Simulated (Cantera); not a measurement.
An adiabatic, constant-pressure homogeneous reactor starts with 16.8 % CO, 1.41 % H₂, 17.1 % O₂, 64.7 % N₂, equivalence ratio 0.53, at 1748 K and 1400000 Pa.

Model: GRI-Mech 3.0 (53 species, 325 reactions), integrated in Cantera. The hydrogen kinetics of GRI-Mech 3.0 are dated; newer H2 mechanisms differ, most at raised pressure. The pressure lies above the range GRI-Mech 3.0 was tuned for (to about 10 atm).

x: mole fraction; the columns are a selection and need not sum to one.

```
t (s)     T (K)    x CO      x H₂    x O₂    x H₂O      x O
--------  -----  ------  --------  ------  -------  -------
3.00e-6    1993   0.131         …   0.139   0.0106   0.0159
7.33e-6    2445  0.0672         …   0.108  0.00934   0.0189
1.79e-5    2733  0.0387         …  0.0993   0.0111  0.00886
4.38e-5    2839  0.0267  0.000287  0.0945   0.0119  0.00567
0.000107   2843  0.0252  0.000275  0.0918   0.0120  0.00524
0.000262   2833  0.0248  0.000272  0.0883   0.0121  0.00494
0.000641   2824  0.0244  0.000270  0.0852   0.0122  0.00469
0.00157    2822  0.0242  0.000269  0.0844   0.0123  0.00462
0.00383    2822  0.0242  0.000269  0.0844   0.0123  0.00462
0.00936    2822  0.0242  0.000269  0.0844   0.0123  0.00462
0.0229     2822  0.0242  0.000269  0.0844   0.0123  0.00462
0.0560     2822  0.0242  0.000269  0.0844   0.0123  0.00462
0.137      2822  0.0242  0.000269  0.0844   0.0123  0.00462
0.335      2822  0.0242  0.000269  0.0844   0.0123  0.00462
0.818      2822  0.0242  0.000269  0.0844   0.0123  0.00462
2.00       2822  0.0242  0.000269  0.0844   0.0123  0.00462
```

Task: What belongs in the gaps?

Result: 
- 3.00e-6, x H₂: 0.000526
- 7.33e-6, x H₂: 0.000665
- 1.79e-5, x H₂: 0.000402
